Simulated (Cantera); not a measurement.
A freely propagating, adiabatic, planar premixed flame of H2 : O2 : N2 = 1 : 0.455 : 2.09 (molar parts), equivalence ratio 1.1, unburnt at 423 K and 16000 Pa; mixture-averaged transport, grid criteria slope 0.08 and curve 0.16, no radiation.

Computed with Cantera and the H2/O2 subset of GRI-Mech 3.0, which has no nitrogen chemistry. Burning velocities carry a grid error of a few per cent, more on coarse grids.

x: mole fraction of selected species; z is measured from the peak of heat release.

```
z (mm)  T (K)  u (m/s)    x H2     x O2   x H2O2    x HO2    x H2O      x O
------  -----  -------  ------  -------  -------  -------  -------  -------
-14.7     423     3.02   0.282    0.128    <1e-8    <1e-8    <1e-8    <1e-8
-9.83     423     3.02   0.282    0.128    <1e-8    <1e-8    <1e-8    <1e-8
-7.37     423     3.02   0.282    0.128    <1e-8    <1e-8    <1e-8    <1e-8
-4.92     423     3.02   0.282    0.128    <1e-8    <1e-8    <1e-8    <1e-8
-2.46     426     3.04   0.281    0.128  1.33e-6  5.12e-5  9.49e-5  1.05e-6
-1.23       ?     4.23       ?    0.124        ?        ?        ?        ?
0        1045     7.08   0.142   0.0853  5.95e-7  1.73e-5    0.101  0.00449
1.23     1327     8.89  0.0549   0.0304  7.96e-7  5.42e-6    0.199  0.00952
2.46     1445     9.62  0.0468   0.0219  6.74e-7  3.43e-6    0.215  0.00963
4.92     1575     10.4  0.0481   0.0188  4.38e-7  2.51e-6    0.222  0.00884
9.83     1715     11.2  0.0487        ?        ?        ?    0.231        ?
19.7     1854     12.0  0.0475   0.0126  1.24e-7  1.27e-6    0.241  0.00565
39.3     1984     12.7  0.0446  0.00946  6.88e-8  8.66e-7    0.253  0.00385
```

### Question
Complete the blanks.

### Answer

- -1.23, T (K): 603
- -1.23, x H2: 0.255
- -1.23, x H2O2: 1.14e-5
- -1.23, x HO2: 5.84e-5
- -1.23, x H2O: 0.0136
- -1.23, x O: 0.000100
- 9.83, x O2: 0.0158
- 9.83, x H2O2: 2.37e-7
- 9.83, x HO2: 1.81e-6
- 9.83, x O: 0.00742
